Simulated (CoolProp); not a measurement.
Methane along the isotherm 255.4 K: Z from the reference equation and from simpler models built on Tc = 190.6 K, pc = 4.599 MPa, ω = 0.011; each cubic takes its own stable root.

Values from CoolProp's reference Helmholtz-energy equation of state, Setzmann 1991.

| p (MPa) | phase | reference |
|---|---|---|
| 0.69 | gas | 0.9796 |
| 1.38 | gas | 0.9590 |
| 2.07 | gas | 0.9382 |
| 2.76 | gas | 0.9173 |
| 3.45 | gas | 0.8963 |
| 4.14 | gas | 0.8752 |
| 4.83 | supercritical | 0.8542 |
| 5.52 | supercritical | 0.8333 |
| 6.21 | supercritical | 0.8127 |
| 6.9 | supercritical | 0.7925 |

### Question
How far does each simpler model (Pitzer virial, van der Waals, Redlich-Kwong, Soave-Redlich-Kwong, Peng-Robinson) lie from the reference over these 10 states: mean and median of the absolute difference, and the worst?

### Answer
- Pitzer virial: mean 0.4 %, median 0.4 %, worst +0.7 % at 255.4 K and 6.9 MPa
- van der Waals: mean 1.5 %, median 1.2 %, worst -3.8 % at 255.4 K and 6.9 MPa
- Redlich-Kwong: mean 0.2 %, median 0.2 %, worst -0.3 % at 255.4 K and 4.14 MPa
- Soave-Redlich-Kwong: mean 0.3 %, median 0.1 %, worst +0.9 % at 255.4 K and 6.9 MPa
- Peng-Robinson: mean 2.1 %, median 2.2 %, worst -3.2 % at 255.4 K and 6.9 MPa
